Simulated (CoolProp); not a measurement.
A simple Rankine cycle with chloromethane (R40): condensing at 306.15 K, boiler at 4.14 MPa, turbine inlet 499 K, turbine efficiency 0.65, pump efficiency 0.6, no recuperator. Each further row changes one setting.

The numbers come from the reference Helmholtz-energy equation of state, Thol 2014 in CoolProp.

```csv
case,thermal efficiency (%),net work (kJ/kg),heat in (kJ/kg),turbine exit temperature (K),volume ratio over the turbine
as stated,12.5,66.1,528,401.6,(withheld)
condensing temperature 298.15 K,(withheld),74.0,(withheld),(withheld),6.19
boiler pressure 2.9 MPa,10.6,(withheld),542,(withheld),3.59
turbine efficiency 0.55,(withheld),55.0,528,412.5,(withheld)
```

What belongs in the gaps?


- as stated, volume ratio over the turbine: 5.03
- condensing temperature 298.15 K, thermal efficiency (%): 13.7
- condensing temperature 298.15 K, heat in (kJ/kg): 541
- condensing temperature 298.15 K, turbine exit temperature (K): 391.5
- boiler pressure 2.9 MPa, net work (kJ/kg): 57.4
- boiler pressure 2.9 MPa, turbine exit temperature (K): 423.8
- turbine efficiency 0.55, thermal efficiency (%): 10.4
- turbine efficiency 0.55, volume ratio over the turbine: 5.19
